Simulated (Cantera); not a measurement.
# Transport properties of process gases

Gas mixture: N₂O : NO : H₂O = 0.86 : 0.61 : 0.28 (molar parts), at 10.0 bar, frozen composition.

Cantera's kinetic-theory transport with the Lennard-Jones parameters of GRI-Mech 3.0, ideal gas; thermal conductivity in the mixture-averaged form. Polar gases are described roughly by these parameters. The composition is frozen, though it would react at the higher temperatures.

```json
[
 {"T (K)": "400", "ρ (kg/m³)": "10.5", "cp (J/kg/K)": "1056", "μ (µPa s)": "20.0", "λ (mW/m/K)": "29.4", "Pr": "0.716", "D (cm²/s) N₂": "0.0307", "D (cm²/s) H": "0.188", "D (cm²/s) CH₄": "0.0334"},
 {"T (K)": "550", "ρ (kg/m³)": "7.65", "cp (J/kg/K)": "1135", "μ (µPa s)": "26.0", "λ (mW/m/K)": "41.1", "Pr": "0.716", "D (cm²/s) N₂": "0.0538", "D (cm²/s) H": "0.333", "D (cm²/s) CH₄": "0.0590"},
 {"T (K)": "700", "ρ (kg/m³)": "6.01", "cp (J/kg/K)": "1202", "μ (µPa s)": "31.3", "λ (mW/m/K)": "52.6", "Pr": "0.716", "D (cm²/s) N₂": "0.0816", "D (cm²/s) H": "0.507", "D (cm²/s) CH₄": "0.0899"},
 {"T (K)": "850", "ρ (kg/m³)": "4.95", "cp (J/kg/K)": "1258", "μ (µPa s)": "36.2", "λ (mW/m/K)": "63.8", "Pr": "0.715", "D (cm²/s) N₂": "0.114", "D (cm²/s) H": "0.708", "D (cm²/s) CH₄": "0.126"},
 {"T (K)": "1000", "ρ (kg/m³)": "4.21", "cp (J/kg/K)": "1304", "μ (µPa s)": "40.8", "λ (mW/m/K)": "74.5", "Pr": "0.714", "D (cm²/s) N₂": "0.149", "D (cm²/s) H": "0.933", "D (cm²/s) CH₄": "0.166"},
 {"T (K)": "1150", "ρ (kg/m³)": "3.66", "cp (J/kg/K)": "1338", "μ (µPa s)": "45.1", "λ (mW/m/K)": "85.0", "Pr": "0.710", "D (cm²/s) N₂": "0.189", "D (cm²/s) H": "1.18", "D (cm²/s) CH₄": "0.210"},
 {"T (K)": "1300", "ρ (kg/m³)": "3.24", "cp (J/kg/K)": "1367", "μ (µPa s)": "49.2", "λ (mW/m/K)": "95.0", "Pr": "0.708", "D (cm²/s) N₂": "0.232", "D (cm²/s) H": "1.45", "D (cm²/s) CH₄": "0.258"}
]
```
D: mixture-averaged diffusion coefficient of that species in the mixture.
